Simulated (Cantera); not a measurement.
An adiabatic, constant-pressure homogeneous reactor starts with CH₃OH : O₂ : N₂ = 1 : 3.26 : 12.3 (molar parts), equivalence ratio 0.46, at 1175 K and 27.6 atm.

Detailed kinetics in Cantera: GRI-Mech 3.0 (53 species, 325 reactions). GRI-Mech 3.0 was tuned for natural gas; its chemistry of methanol as a main component is partial and can be far from experiment. The pressure lies above the range GRI-Mech 3.0 was tuned for (to about 10 atm).

One state of this run: T (K) = 2177; x CH₃OH = <1e-12; x O₂ = 0.0987; x C₂H₆ = <1e-12; x NO = 0.00785; x CH₄ = <1e-12; x H = 7.80e-6; x CH₃ = <1e-12. x: mole fraction; the columns are a selection and need not sum to one.

Problem. Which value of t (s) does it belong to?
(A) 0.000102
(B) 0.381
(C) 0.000330
(D) 3.00e-6

Solution. B, 0.381
